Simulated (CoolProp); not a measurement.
Saturation properties of p-xylene.

Values from CoolProp's reference Helmholtz-energy equation of state, Zhou 2012.

```tsv
T (K)	p (kPa)	enthalpy of vaporisation (kJ/kg)	vapour viscosity (µPa s)	liquid conductivity (mW/(m K))
410.1	97.67	337.2	8.69	100
436.6	189.7	320.2	9.20	95.0
463.1	338.1	301.5	9.73	90.4
489.6	562.2	[?]	10.3	86.5
516.1	884.2	[?]	[?]	[?]
542.6	1330	226.9	11.9	80.6
569.1	1931	189.1	13.0	78.6
595.6	2732	132.6	14.8	77.3
```

Q: Complete the blanks.

A: 
- 489.6, enthalpy of vaporisation (kJ/kg): 280.5
- 516.1, enthalpy of vaporisation (kJ/kg): 256.2
- 516.1, vapour viscosity (µPa s): 11.0
- 516.1, liquid conductivity (mW/(m K)): 83.2

It boils at 411.5 K under 1 atm.

Viscosity comes from a separate model (Balogun 2015). Thermal conductivity comes from a separate model (Mylona 2014).
